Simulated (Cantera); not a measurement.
An adiabatic, constant-volume homogeneous reactor starts with 1.24 % CH4, 0.199 % C2H6, 1.37 % C3H8, 20.4 % O2, 76.8 % N2, at 1525 K and 1.01 bar.

Detailed kinetics in Cantera: GRI-Mech 3.0 (53 species, 325 reactions). GRI-Mech 3.0 was tuned for natural gas; its chemistry of propane as a main component is partial and can be far from experiment.

**Question.** Predict: time of steepest temperature rise; temperature at 0.600 s; equilibrium temperature; x(H2O2) at 0.600 s; x(H) at 0.600 s; x(CO2) at 0.600 s.

**Answer.** 
```json
{
  "time_of_steepest_temperature_rise": "61.3 µs",
  "temperature at 0.600 s": "2600 K",
  "equilibrium_temperature": "2600 K",
  "x(H2O2) at 0.600 s": "2.62e-7 (gas-phase equilibrium 2.62e-7)",
  "x(H) at 0.600 s": "0.00123 (gas-phase equilibrium 0.00123)",
  "x(CO2) at 0.600 s": "0.0485 (gas-phase equilibrium 0.0485)"
}
```
